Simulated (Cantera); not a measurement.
## Equilibrium for iron carbonyl, mercury and lead vapours: PbO + H2 + N2

Feed: 1 mol PbO, 1.8 mol H2, 75 mol N2, equilibrated at 0.00133 bar.

Cantera equilibrium calculation (NASA polynomials, part measured and part estimated; ideal gas, pure solids and liquids). Candidate condensed phases: H2O, Pb, PbO, PbO2, Pb3O4; 27 gas species. Rates play no part.

From 250 °C to 325 °C the condensed part is Pb(s). From 400 °C to 700 °C the condensed part is Pb(l).

```
T (°C)  log p N2  log p H2O  log p H2  log p Pb  n Pb(s)  n Pb(l)
------  --------  ---------  --------  --------  -------  -------
250        -2.89      -4.76     -4.86    -13.76     1.00        0
325        -2.89      -4.76     -4.86    -11.34     1.00        0
400        -2.89      -4.76     -4.86     -9.51        0    1.000
475        -2.89      -4.76     -4.86     -8.06        0    0.999
550        -2.89      -4.76     -4.86     -6.87        0    0.992
625        -2.89      -4.76     -4.86     -5.89        0    0.925
700        -2.89      -4.76     -4.86     -5.06        0    0.493
```
log p: log10 of the partial pressure in bar; n: condensed amount in mol.
